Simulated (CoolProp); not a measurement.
Vapour-liquid equilibrium of ethylbenzene (1) + m-xylene (2) at 0.545 bar; x and y are mole fractions of (1).

Values from CoolProp's multi-fluid Helmholtz-energy mixture model, Zhou 2012 and Zhou 2012; pair parameters Bell 2016.

Task: Give the bubble temperature and the first vapour's composition at x = 0.125, 0.5, 0.875. Is there an azeotrope?

Result: x = 0.125: 116.9 °C, y = 0.136; x = 0.5: 115.7 °C, y = 0.521; x = 0.875: 114.8 °C, y = 0.882. No azeotrope shows between x = 0.05 and 0.95.

The pair parameters rest on a limited set of measurements; away from them the model extrapolates.
